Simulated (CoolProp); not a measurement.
Ethylbenzene at several states: fugacity coefficient from the reference equation and from simpler models built on Tc = 344.0 °C, pc = 36.22 bar, ω = 0.304; each cubic takes its own stable root.

Model: reference Helmholtz-energy equation of state, Zhou 2012, in CoolProp.

| T (°C) | p (bar) | phase | reference |
|---|---|---|---|
| -12.75 | 152 | liquid | 1.517e-5 |
| 8.55 | 18.2 | liquid | 0.0002815 |
| 219.55 | 87.3 | liquid | 0.08383 |

Question: How far does each simpler model (van der Waals, Peng-Robinson) lie from the reference over these 3 states: mean and median of the absolute difference, and the worst?

Answer: 
- van der Waals: mean 21089.0 %, median 11690.4 %, worst +51435.9 % at -12.75 °C and 152 bar
- Peng-Robinson: mean 10.7 %, median 11.1 %, worst +19.9 % at -12.75 °C and 152 bar
